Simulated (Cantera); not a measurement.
Cantera with NASA thermochemical tables; ideal gases at 1 bar, condensed phases pure. Values are per mole of reaction as written; species without (g) are pure solids or liquids, kept so even where they would boil at 1 bar.

Between 373 and 573 K, where is each reaction favourable under standard conditions?
- 6 HI(g) + N2(g) = 3 I2 + 2 NH3(g)


- 6 HI(g) + N2(g) = 3 I2 + 2 NH3(g): ΔG° is 10 kJ at 373 K and 120 kJ at 573 K; it stays positive (K < 1). ΔH° is -178 kJ and ΔS° -520 J/K at 573 K.
